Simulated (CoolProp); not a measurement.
A single-stage vapour-compression cycle with the fluid: evaporating at 284.15 K (dew point), condensing at 304.15 K (bubble point), superheat 10 K, subcooling 2 K, compressor efficiency 0.9, no pressure losses. The same conditions are run with several fluids, on thermodynamics alone (safety and materials aside).

Model: reference Helmholtz-energy equation of state of each fluid (R141b: Lemmon 2006; R123: Younglove 1994; hydrogen sulfide: Lemmon 2006; R21: Platzer 1990; R227EA: Lemmon 2016; cyclopropane: Polt 1992), in CoolProp. The equations of Platzer and Polt are older, rougher fits.

```json
[
 {"fluid": "R141b", "cooling COP": "?", "pressure ratio": "2.15", "discharge temperature (K)": "319.0", "refrigerating effect (kJ/kg)": "220", "volumetric capacity (kJ/m³)": "?"},
 {"fluid": "R123", "cooling COP": "?", "pressure ratio": "2.15", "discharge temperature (K)": "315.8", "refrigerating effect (kJ/kg)": "166", "volumetric capacity (kJ/m³)": "559"},
 {"fluid": "hydrogen sulfide", "cooling COP": "11.2", "pressure ratio": "1.66", "discharge temperature (K)": "337.7", "refrigerating effect (kJ/kg)": "?", "volumetric capacity (kJ/m³)": "9330"},
 {"fluid": "R21", "cooling COP": "12.0", "pressure ratio": "2.02", "discharge temperature (K)": "327.6", "refrigerating effect (kJ/kg)": "226", "volumetric capacity (kJ/m³)": "1080"},
 {"fluid": "R227EA", "cooling COP": "11.6", "pressure ratio": "1.88", "discharge temperature (K)": "309.7", "refrigerating effect (kJ/kg)": "?", "volumetric capacity (kJ/m³)": "2350"},
 {"fluid": "cyclopropane", "cooling COP": "?", "pressure ratio": "1.74", "discharge temperature (K)": "?", "refrigerating effect (kJ/kg)": "397", "volumetric capacity (kJ/m³)": "3640"}
]
```

**Question.** Some entries are withheld; supply them.

**Answer.** 
- R141b, cooling COP: 12.2
- R141b, volumetric capacity (kJ/m³): 486
- R123, cooling COP: 12.1
- hydrogen sulfide, refrigerating effect (kJ/kg): 417
- R227EA, refrigerating effect (kJ/kg): 106
- cyclopropane, cooling COP: 11.7
- cyclopropane, discharge temperature (K): 323.7
